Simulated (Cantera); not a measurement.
Charge: 1 mol CH3Cl, 0.24 mol CH4, held at 1423 K.

Equilibrium computed with Cantera from the NASA thermochemical tables; the gas is ideal and each condensed phase is pure. Candidate condensed phases: C, C6H6, C7H8, C8H18; 91 gas species. Rates play no part.

Q: At 1.00 Pa, list the 4 most abundant gas species with their mole fractions, and the condensed phases.

A: H2 0.596, HCl 0.402, H 0.00162, Cl 0.000896. Condensed: C(graphite).
